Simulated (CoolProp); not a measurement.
Dimethyl carbonate along the isotherm 600 K: fugacity coefficient from the reference equation and from simpler models built on Tc = 557.0 K, pc = 4.909 MPa, ω = 0.346; each cubic takes its own stable root.

Model: reference Helmholtz-energy equation of state, Zhou 2011, in CoolProp.

| p (MPa) | phase | reference | van der Waals | Soave-Redlich-Kwong |
|---|---|---|---|---|
| 0.155 | gas | 0.9915 | 0.9922 | 0.9918 |
| 0.319 | gas | 0.9825 | 0.9839 | 0.9831 |
| 0.655 | gas | … | … | 0.9655 |
| 1.34 | gas | 0.9276 | 0.9329 | 0.9301 |
| 2.76 | gas | 0.8535 | 0.8623 | … |
| 5.67 | supercritical | 0.7068 | … | … |
| 11.6 | supercritical | 0.4745 | 0.4818 | 0.4984 |
| 23.9 | supercritical | … | 0.3762 | … |
| 49.1 | supercritical | 0.3012 | 0.4261 | … |

Question: Fill in the missing entries.

Answer: 
- 0.655, reference: 0.9643
- 0.655, van der Waals: 0.9671
- 2.76, Soave-Redlich-Kwong: 0.8585
- 5.67, van der Waals: 0.7142
- 5.67, Soave-Redlich-Kwong: 0.7179
- 23.9, reference: 0.3312
- 23.9, Soave-Redlich-Kwong: 0.3651
- 49.1, Soave-Redlich-Kwong: 0.3504
